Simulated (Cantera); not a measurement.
**SiH2Cl2 + H2O (silicon oxide and oxynitride deposition)**

A closed system holds: 1 mol SiH2Cl2, 0.48 mol H2O, held at 21.0 mbar.

Equilibrium computed with Cantera from the NASA thermochemical tables; the gas is ideal and each condensed phase is pure. Candidate condensed phases: H2O, Si, SiO2; 30 gas species. Mutual solubility and eutectic melting of coexisting phases are not modelled. The tables' values for SiCl3 are old estimates; treat these amounts as uncertain. Kinetics and transport are ignored.

```csv
T (°C),log p H2,log p SiCl4,log p HCl,log p SiHCl3,log p SiCl3,log p SiCl2,n Si(s),n SiO2(α-quartz),n SiO2(β-quartz)
327,-1.81,-2.33,-5.64,-3.06,-7.65,-9.83,0.239,0.240,0
377,-1.81,-2.33,-5.16,-3.07,-6.94,-8.75,0.240,0.240,0
427,-1.81,-2.33,-4.75,-3.08,-6.34,-7.83,0.241,0.240,0
477,-1.81,-2.33,-4.39,-3.09,-5.81,-7.03,0.241,0.240,0
527,-1.81,-2.33,-4.08,-3.10,-5.35,-6.34,0.243,0.240,0
577,-1.81,-2.33,-3.81,-3.11,-4.95,-5.73,0.245,0,0.240
627,-1.82,-2.33,-3.57,-3.13,-4.60,-5.19,0.247,0,0.240
677,-1.82,-2.34,-3.36,-3.14,-4.28,-4.71,0.251,0,0.240
727,-1.82,-2.35,-3.17,-3.16,-4.00,-4.28,0.254,0,0.240
777,-1.83,-2.37,-3.00,-3.18,-3.76,-3.90,0.257,0,0.240
827,-1.84,-2.39,-2.85,-3.21,-3.55,-3.55,0.258,0,0.240
```
log p: log10 of the partial pressure in bar; n: condensed amount in mol.

From 327 °C to 527 °C the condensed part is Si(s) + SiO2(α-quartz). From 577 °C to 827 °C the condensed part is Si(s) + SiO2(β-quartz). The main Si-bearing gas is SiCl4 throughout. The share of Si in condensed phases is highest at 827 °C (49.8 %) and lowest at 327 °C (47.9 %).
